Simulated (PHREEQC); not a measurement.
A solution holds 0.049 mol HF, 9.4e-05 mol NH4HF2 and 0.028 mol H3PO4 per kg of water, at 25 °C. Closed to the air; pH follows from the charge balance.

Equilibrium calculation in PHREEQC: ion-association model, phreeqc.dat.

Each row changes one thing in this solution. Precipitation was switched off in this run.

```
case                                                  pH  ionic strength (mol/kgw)  HF (mol/kgw)  F- (mol/kgw)  HF2- (mol/kgw)
--------------------------------------------------  ----  ------------------------  ------------  ------------  --------------
as made                                             1.91                    0.0139        0.0455       0.00276        0.000481
H3PO4 left out                                      2.24                   0.00624        0.0421       0.00537        0.000867
NH4HF2 from 9.4e-05 to 9.4e-06 mol/kgw              1.90                    0.0138        0.0453       0.00274        0.000477
diluted 10-fold with water                          2.55                   0.00300       0.00391      0.000979         1.47e-5
NH4HF2 replaced by (NH4)2SiF6 at the same molality  1.90                    0.0141        0.0453       0.00274        0.000477
H3PO4 from 0.028 to 0.0056 mol/kgw                  2.14                   0.00796        0.0433       0.00439        0.000731
```

Complexes and solids missing from the database can't appear. SiF6-2 is the database's only silicon fluoride.
